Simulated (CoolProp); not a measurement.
Dimethyl ether along the isobar 6800 kPa: fugacity coefficient from the reference equation and from simpler models built on Tc = 127.2 °C, pc = 5337 kPa, ω = 0.196; each cubic takes its own stable root.

The numbers come from the reference Helmholtz-energy equation of state, Wu 2011 in CoolProp.

| T (°C) | phase | reference |
|---|---|---|
| 52.05 | liquid | 0.1734 |
| 59.15 | liquid | 0.1999 |
| 66.25 | liquid | 0.2286 |
| 73.35 | liquid | 0.2592 |
| 80.45 | liquid | 0.2917 |
| 87.55 | liquid | 0.3259 |
| 94.65 | liquid | 0.3617 |
| 101.75 | liquid | 0.3988 |
| 108.85 | liquid | 0.4369 |
| 115.95 | liquid | 0.4756 |
| 123.05 | liquid | 0.5146 |
| 130.25 | supercritical | 0.5536 |
| 137.35 | supercritical | 0.5902 |

How far does each simpler model (Redlich-Kwong, Soave-Redlich-Kwong) lie from the reference over these 13 states: mean and median of the absolute difference, and the worst?


- Redlich-Kwong: mean 11.0 %, median 10.4 %, worst +22.2 % at 52.05 °C and 6800 kPa
- Soave-Redlich-Kwong: mean 4.3 %, median 4.5 %, worst +4.8 % at 80.45 °C and 6800 kPa
